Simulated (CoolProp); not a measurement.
Properties of CHF3 (R23) along the isobar 0.101 MPa.

Computed with CoolProp (reference Helmholtz-energy equation of state, Penoncello 2003).

| T (°C) | phase | Z | cp (kJ/(kg K)) | expansivity (1/kK) |
|---|---|---|---|---|
| -77.75 | gas | 0.9618 | 0.6787 | 6.066 |
| -46.65 | gas | 0.9794 | 0.6576 | 4.772 |
| -15.65 | gas | 0.9871 | 0.6851 | 4.063 |
| 15.45 | gas | 0.9914 | 0.7239 | 3.570 |
| 46.55 | gas | 0.9940 | 0.7660 | 3.195 |
| 77.55 | gas | 0.9957 | 0.8083 | 2.896 |
| 108.65 | gas | 0.9968 | 0.8500 | 2.651 |
| 139.75 | gas | 0.9977 | 0.8900 | 2.445 |
| 170.75 | gas | 0.9983 | 0.9278 | 2.270 |
| 201.85 | gas | 0.9987 | 0.9636 | 2.118 |
